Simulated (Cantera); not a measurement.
Input: 1 mol SiO2, 50 mol HCl, 9 mol N2, equilibrated at 2.30 Pa.

Equilibrium computed with Cantera from the NASA thermochemical tables; the gas is ideal and each condensed phase is pure. Candidate condensed phases: H2O, NH4Cl, Si, SiO2, Si2N2O, Si3N4; 47 gas species. The tables hold silica as quartz up to 1696 K and as liquid above; real silica turns to tridymite and cristobalite and melts near 1996 K. Kinetics and transport are ignored. All values below are at 1623 K.

Base state: HCl 0.758, N2 0.147, Cl 0.0585, H2 0.0216, SiO 0.00656, H2O 0.00653, H 0.00212, OH 2.68e-5 (mole fractions); condensed: SiO2(β-quartz).

What changes in the equilibrium state with this change: pressure from 2.30 Pa to 21.0 Pa?


```json
[
 {"species": "HCl", "before": "0.758", "after": "0.806"},
 {"species": "N2", "before": "0.147", "after": "0.150"},
 {"species": "Cl", "before": "0.0585", "after": "0.0277"},
 {"species": "H2", "before": "0.0216", "after": "0.0120"},
 {"species": "SiO", "before": "0.00656", "after": "0.00161"},
 {"species": "OH", "before": "2.68e-5", "after": "2.94e-6"},
 {"species": "H", "before": "0.00212", "after": "0.000522"},
 {"species": "H2O", "before": "0.00653", "after": "0.00161"},
 {"species": "Cl2", "before": "4.98e-6", "after": "1.02e-5"},
 {"species": "SiO2(β-quartz), mol", "before": "0.598", "after": "0.903"}
]
```
